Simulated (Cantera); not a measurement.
Feed: 1 mol Al(CH3)3, a varied amount of N2O, 2.6 mol N2, held at 950 °C and 0.000550 bar.

Cantera equilibrium calculation (NASA polynomials, part measured and part estimated; ideal gas, pure solids and liquids). Candidate condensed phases: Al, AlN, Al2O3, C, C6H6, C7H8, C8H18, H2O; 148 gas species. The feed counts by its element totals alone. The numbers say what is thermodynamically allowed, not how fast it happens.

x: gas mole fraction; n: condensed amount in mol.

| n(N2O) (mol) | x N2 | x H2 | x O2 | x H2O | x CO | x CO2 | x NO | n Al2O3(s) | n C(graphite) |
|---|---|---|---|---|---|---|---|---|---|
| 3.6 | 0.484 | 0.352 | <1e-12 | 6.37e-7 | 0.164 | 2.04e-7 | <1e-12 | 0.500 | 0.899 |
| 5.3 | 0.513 | [?] | <1e-12 | [?] | 0.178 | [?] | [?] | 0.500 | 0 |
| 7.6 | 0.576 | 0.140 | <1e-12 | 0.114 | 0.109 | 0.0608 | 3.07e-10 | 0.500 | 0 |
| 11 | 0.645 | [?] | [?] | [?] | [?] | [?] | [?] | 0.500 | 0 |
| 16 | 0.662 | 5.20e-7 | 0.0711 | 0.160 | 5.07e-7 | 0.107 | 0.000124 | 0.500 | 0 |
| 23 | 0.663 | 2.68e-7 | 0.142 | 0.117 | 2.61e-7 | 0.0777 | 0.000176 | 0.500 | 0 |
| 33 | 0.664 | 1.64e-7 | 0.196 | 0.0839 | 1.60e-7 | 0.0560 | 0.000206 | 0.500 | 0 |
| 47 | 0.665 | 1.08e-7 | 0.234 | 0.0603 | 1.05e-7 | 0.0402 | 0.000226 | 0.500 | 0 |

Q: What belongs in the gaps?

A: 
- 11, x H2: 0.0246
- 11, x O2: 4.40e-11
- 11, x H2O: 0.189
- 11, x CO: 0.0228
- 11, x CO2: 0.119
- 11, x NO: 3.04e-9
- 5.3, x H2: 0.257
- 5.3, x H2O: 0.0352
- 5.3, x CO2: 0.0167
- 5.3, x NO: 4.86e-11
